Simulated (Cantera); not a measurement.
Charge: 1 mol CH2F2, 0.082 mol HCl, equilibrated at 3423 K and 0.00140 bar.

Cantera equilibrium calculation (NASA polynomials, part measured and part estimated; ideal gas, pure solids and liquids). Kinetics and transport are ignored.

```json
[
 {"species": "H", "before": "0.384", "after": "0.363"},
 {"species": "F", "before": "0.359", "after": "0.333"},
 {"species": "HF", "before": "0.0653", "after": "0.126"},
 {"species": "C", "before": "0.133", "after": "0.0947"},
 {"species": "C3", "before": "0.0146", "after": "0.0311"},
 {"species": "CF", "before": "0.00966", "after": "0.0134"},
 {"species": "C2", "before": "0.0148", "after": "0.0169"},
 {"species": "Cl", "before": "0.0177", "after": "0.0193"},
 {"species": "C5", "before": "9.69e-6", "after": "5.10e-5"},
 {"species": "C4", "before": "1.56e-5", "after": "4.55e-5"},
 {"species": "CF2", "before": "1.89e-5", "after": "4.89e-5"},
 {"species": "C2H", "before": "0.000240", "after": "0.000493"},
 {"species": "HCl", "before": "5.87e-5", "after": "0.000111"},
 {"species": "H2", "before": "0.000848", "after": "0.00139"}
]
```
Gas species are given as mole fractions.

**Question.** Name the change that produced these shifts.
A) temperature from 3423 K to 3298.15 K
B) CH2F2 replaced by CHF3
C) pressure from 0.00140 bar to 0.100 bar
D) pressure from 0.00140 bar to 4.50e-5 bar

**Answer.** A, temperature from 3423 K to 3298.15 K
